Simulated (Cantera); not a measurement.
**Catalytic stagnation flow on Pt**

A jet of 2.32 % CH4, 10.4 % O2, 87.3 % N2, equivalence ratio 0.45 at 300 K and 128 Torr hits a platinum plate 7.4 cm away at a mass flux of 0.025 kg/m²/s; the plate temperature is set and raised in steps from an oxygen-covered start.

Model: Deutschmann's 1995 Pt surface mechanism with GRI-Mech 3.0 gas chemistry, integrated in Cantera. Catalytic surfaces can have several steady states; this one follows from the mechanism file's or the stated starting coverage.

| plate T (K) | wall x CH4 | wall x O2 | wall x H2O | wall x OH | wall x CO | wall x CO2 | θ free Pt | θ O* | θ OH* |
|---|---|---|---|---|---|---|---|---|---|
| 950 | 0.00579 | 0.0670 | 0.0324 | 7.63e-8 | 2.97e-6 | 0.0212 | 0.255 | 0.743 | 0.00175 |
| 1000 | 0.00383 | 0.0628 | 0.0360 | 1.98e-7 | 2.65e-6 | 0.0235 | 0.325 | 0.674 | 0.00165 |
| 1050 | 0.00268 | 0.0605 | 0.0380 | 4.61e-7 | 2.46e-6 | 0.0249 | 0.393 | 0.605 | 0.00150 |
| 1100 | 0.00198 | 0.0591 | 0.0392 | 9.84e-7 | 2.39e-6 | 0.0257 | 0.460 | 0.539 | 0.00133 |
| 1150 | 0.00135 | 0.0583 | 0.0400 | 1.99e-6 | 3.49e-6 | 0.0259 | 0.524 | 0.475 | 0.00117 |
| 1200 | 0.000898 | 0.0574 | 0.0409 | 3.72e-6 | 4.64e-6 | 0.0264 | 0.585 | 0.414 | 0.00103 |
x: mole fraction at the wall; θ: surface coverage.
